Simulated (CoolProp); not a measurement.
A simple Rankine cycle with n-perfluoropentane: condensing at 298.15 K, boiler at 0.294 MPa, turbine inlet 350.3 K, turbine efficiency 0.6, pump efficiency 0.7, no recuperator. Each further row changes one setting.

The numbers come from the reference Helmholtz-energy equation of state, Gao 2022 in CoolProp.

| case | thermal efficiency (%) | net work (kJ/kg) | heat in (kJ/kg) | turbine exit temperature (K) | volume ratio over the turbine |
|---|---|---|---|---|---|
| as stated | 5.0 | 6.63 | 134 | 339.6 | 3.56 |
| turbine inlet 370.3 K | 4.7 | 7.12 | 152 | 359.8 | 3.52 |
| condensing temperature 290.15 K | 5.9 | 8.37 | 142 | 337.2 | 4.88 |
| boiler pressure 0.206 MPa | 3.6 | 4.84 | 135 | 343.0 | 2.44 |
| turbine efficiency 0.5 | 4.1 | 5.50 | 134 | 340.9 | 3.58 |
